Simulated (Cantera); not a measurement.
**Stirred combustor or abatement burner**

A perfectly stirred reactor is fed with 17.1 % H2, 14.8 % O2, 55.6 % N2, 12.5 % H2O, equivalence ratio 0.58, at 1200000 Pa; it is adiabatic with a 675 K inlet, and is followed from long to short residence time, starting on the burning branch (τ in s: 0.4, 0.14, 0.047, 0.016, 0.0056, 0.0019, 0.00067, 0.00023, 7.9e-05, 2.7e-05, 9.4e-06).

Cantera simulation using GRI-Mech 3.0 (53 species, 325 reactions); the numbers are that mechanism's predictions, not measurements. The hydrogen kinetics of GRI-Mech 3.0 are dated; newer H2 mechanisms differ, most at raised pressure. The pressure lies above the range GRI-Mech 3.0 was tuned for (to about 10 atm).

```csv
τ (s),T (K),x H2,x O2,x H2O,x HO2,x OH,x H
0.40,1900,4.95e-5,0.0675,0.324,2.69e-6,0.000898,1.64e-6
0.14,1900,5.38e-5,0.0676,0.324,2.76e-6,0.000909,1.76e-6
0.047,1900,6.61e-5,0.0676,0.324,2.94e-6,0.000936,2.08e-6
0.016,1900,9.88e-5,0.0676,0.324,3.46e-6,0.00100,3.00e-6
0.0056,1899,0.000176,0.0676,0.324,4.79e-6,0.00114,5.51e-6
0.0019,1896,0.000353,0.0676,0.323,8.12e-6,0.00141,1.27e-5
0.00067,1892,0.000711,0.0677,0.323,1.54e-5,0.00179,3.14e-5
0.00023,1884,0.00147,0.0678,0.321,3.14e-5,0.00233,8.28e-5
7.9e-5,1870,0.00304,0.0683,0.319,6.48e-5,0.00299,0.000219
2.7e-5,1841,0.00632,0.0695,0.314,0.000132,0.00371,0.000568
9.4e-6,1785,0.0133,0.0724,0.305,0.000260,0.00418,0.00135
```
x: mole fraction; the columns are a selection and need not sum to one.
